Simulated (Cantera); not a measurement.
A closed system holds: 1 mol TiCl₄, 1.7 mol H₂, equilibrated at 1102 °C and 0.790 bar.

Equilibrium computed with Cantera from the NASA thermochemical tables; the gas is ideal and each condensed phase is pure. Candidate condensed phases: Ti, TiCl₂, TiCl₃, TiCl₄; 10 gas species. The tables' values for TiCl₂ are old estimates; treat these amounts as uncertain. The numbers say what is thermodynamically allowed, not how fast it happens.

Base state: H₂ 0.512, TiCl₄ 0.200, HCl 0.144, TiCl₃ 0.144, TiCl₂ 0.000115 (mole fractions); condensed: gas only.

Task: What changes in the equilibrium state with this change: temperature from 1102 °C to 977 °C?

Result: 
```
species    before    after
-------  --------  -------
H₂          0.512    0.552
TiCl₄       0.200    0.257
HCl         0.144   0.0959
TiCl₃       0.144   0.0958
TiCl₂    0.000115  2.01e-5
```
